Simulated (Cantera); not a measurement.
Silicon oxide and oxynitride deposition: SiCl4 + NO + H2

Feed: 1 mol SiCl4, 3.9 mol NO, 0.23 mol H2, at 0.0530 bar.

Method: chemical equilibrium by Gibbs-energy minimisation in Cantera with the NASA 1993 tables (ideal gas, pure condensed phases). Candidate condensed phases: H2O, NH4Cl, Si, SiO2, Si2N2O, Si3N4; 47 gas species. The tables hold silica as quartz up to 1696 K and as liquid above; real silica turns to tridymite and cristobalite and melts near 1996 K. Rates play no part.

| T (°C) | x Cl | x N2 | x Cl2 | x O2 | x HCl | x H2O | n SiO2(α-quartz) | n SiO2(β-quartz) | n SiO2(condensed) |
|---|---|---|---|---|---|---|---|---|---|
| 327 | 5.17e-8 | 0.384 | 0.370 | 0.176 | 0.0473 | 0.0217 | 1.00 | 0 | 0 |
| 477 | 6.99e-6 | 0.381 | 0.352 | 0.183 | 0.0778 | 0.00606 | 1.00 | 0 | 0 |
| 627 | 0.000189 | 0.380 | 0.347 | 0.185 | 0.0865 | 0.00159 | 0 | 1.00 | 0 |
| 777 | 0.00202 | 0.380 | 0.344 | 0.185 | 0.0885 | 0.000543 | 0 | 1.00 | 0 |
| 927 | 0.0119 | 0.378 | 0.337 | 0.184 | 0.0887 | 0.000237 | 0 | 1.00 | 0 |
| 1077 | 0.0464 | 0.371 | 0.314 | 0.181 | 0.0873 | 0.000126 | 0 | 1.00 | 0 |
| 1227 | 0.129 | 0.355 | 0.258 | 0.173 | 0.0837 | 8.10e-5 | 0 | 1.000 | 0 |
| 1377 | 0.262 | 0.330 | 0.169 | 0.160 | 0.0778 | 6.64e-5 | 0 | 1.000 | 0 |
| 1527 | 0.392 | 0.305 | 0.0814 | 0.147 | 0.0719 | 7.84e-5 | 0 | 0 | 1.000 |
| 1677 | 0.466 | 0.290 | 0.0313 | 0.140 | 0.0684 | 0.000132 | 0 | 0 | 1.000 |
x: gas mole fraction; n: condensed amount in mol.

From 327 °C to 477 °C the condensed part is SiO2(α-quartz). From 627 °C to 1377 °C the condensed part is SiO2(β-quartz). From 1527 °C to 1677 °C the condensed part is SiO2(condensed).
